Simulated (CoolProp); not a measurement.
Saturation properties of normal hydrogen (Tc = 33.1 K, pc = 1.296 MPa, ω = -0.219).

Computed with CoolProp (reference Helmholtz-energy equation of state, Leachman 2009).

| T (K) | p (MPa) | liquid density (kg/m³) | vapour Z | surface tension (mN/m) | liquid viscosity (µPa s) | vapour viscosity (µPa s) |
|---|---|---|---|---|---|---|
| 22.3 | 0.1719 | 68.51 | 0.8664 | 1.58 | 11.6 | 1.11 |
| 23.5 | 0.2301 | 66.91 | 0.8385 | 1.38 | 10.6 | 1.18 |
| 24.7 | 0.3011 | 65.16 | 0.8077 | 1.18 | 9.67 | 1.25 |
| 26 | 0.3940 | 63.08 | 0.7706 | 0.961 | 8.79 | 1.34 |
| 27.2 | 0.4961 | 60.93 | 0.7325 | 0.768 | 8.03 | 1.44 |
| 28.5 | 0.6262 | 58.27 | 0.6859 | 0.565 | 7.26 | 1.55 |
| 29.7 | 0.7661 | 55.36 | 0.6362 | 0.388 | 6.56 | 1.68 |
| 30.9 | 0.9272 | 51.73 | 0.5762 | 0.225 | 5.82 | 1.85 |
| 32.2 | 1.129 | 45.95 | 0.4863 | 0.0817 | 4.87 | 2.14 |

It boils at 20.4 K under 1 atm.

Viscosity comes from a separate model (Muzny 2013). Surface tension comes from a separate correlation (Mulero 2012).
